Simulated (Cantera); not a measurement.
A Cantera script and what it prints.

```python
import numpy as np
import cantera as ct

gas_names = """
    Electron C C+ C- CN CN+ CN- C2 C2+ C2- CCN CNC C2N2 C3 C4 C4N2 C5 N N+ N- N2 N2+ N2- Si Si+ SiC SiC2
    SiN Si2 Si2C Si2N Si3
""".split()
cond_names = """
    C(gr) Si(cr) Si(L) SiC(b) Si3N4(a)
""".split()


# ... load() reads the species with a 1 bar reference pressure and builds the phases ...
atoms = {
    'SiC': {'Si': 1, 'C': 1},
    'N2': {'N': 2},
}
top_T = {'C(gr)': 4500, 'SiC(b)': 3050, 'Si3N4(a)': 2400}  # K; cautious upper limits of use, not melting points


# ... equilibrate(T, P, feed) seeds the gas with the atoms and calls Mixture.equilibrate('TP', solver="vcs", rtol=1e-11, max_steps=5000) ...
results = []
feed = {'SiC': 1, 'N2': 1.6}  # mol
P = 4700  # Pa
for T in [2000, 2500, 3000, 3500, 4000, 4500, 5000]:
    mix = equilibrate(T, P, feed)
    results.append((T, P, feed, dict(zip(mix.species_names, mix.species_moles))))

top = {s: max(r[3][s] / sum(r[3][g] for g in gas_names) for r in results) for s in gas_names}
cols = sorted((s for s in top if top[s] > 0.0001), key=lambda s: -top[s])[:6]
seen = [c for c in cond_names if any(r[3].get(c, 0) > 1e-12 for r in results)]
print("log10 of partial pressures in bar; condensed amounts in mol")
print(f"{'T/K':>10s}" + "".join(f"{s[:9]:>10s}" for s in cols + seen))
for T, P, feed, n in results:
    ng = sum(n[g] for g in gas_names)
    print(f"{T:10.4g}" + "".join(f"{np.log10(max(n[s] / ng * P / 1e5, 1e-99)):10.3f}" for s in cols)
          + "".join(f"{n.get(c, 0):10.4g}" for c in seen))
```

It prints:

```
log10 of partial pressures in bar; condensed amounts in mol
       T/K        N2        Si         C      SiC2         N        CN     C(gr)    SiC(b)
      2000    -1.328    -5.622   -10.517    -7.005    -9.709    -6.912 7.549e-05    0.9999
      2500    -1.344    -2.944    -6.779    -3.530    -7.206    -4.659   0.03613    0.9362
      3000    -1.545    -2.040    -4.295    -2.113    -5.629    -3.259   0.02288         0
      3500    -1.601    -1.897    -2.947    -2.458    -4.455    -2.640         0         0
      4000    -1.672    -1.858    -2.224    -3.359    -3.587    -2.475         0         0
      4500    -1.709    -1.881    -1.990    -4.767    -2.900    -2.663         0         0
      5000    -1.760    -1.910    -1.947    -6.188    -2.360    -2.966         0         0
```

Cantera equilibrium calculation (NASA polynomials, part measured and part estimated; ideal gas, pure solids and liquids). The tables' values for SiN are old estimates; treat these amounts as uncertain.
